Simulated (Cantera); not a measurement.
A closed system holds: 1 mol C3H6, 0.02 mol CO2, 1.7 mol N2, held at 0.540 Torr.

Equilibrium computed with Cantera from the NASA thermochemical tables; the gas is ideal and each condensed phase is pure. Candidate condensed phases: C, C6H6, C7H8, C8H18, H2O; 136 gas species. Kinetics and transport are ignored.

### Question
Which condensed phases are stable at each of these points (T (°C)): 625, 825, 1025, 1225, 1425, 1625, 1825, 2025, 2225, 2425, 2625?

### Answer
```csv
T (°C),condensed phases,C condensed (%)
625,C(graphite),98.7
825,C(graphite),98.7
1025,C(graphite),98.7
1225,C(graphite),98.6
1425,C(graphite),98.4
1625,C(graphite),97.9
1825,C(graphite),96.8
2025,C(graphite),95.0
2225,C(graphite),92.5
2425,C(graphite),80.8
2625,gas only,0.0
```

From 625 °C to 2425 °C the condensed part is C(graphite). At 2625 °C nothing is condensed.
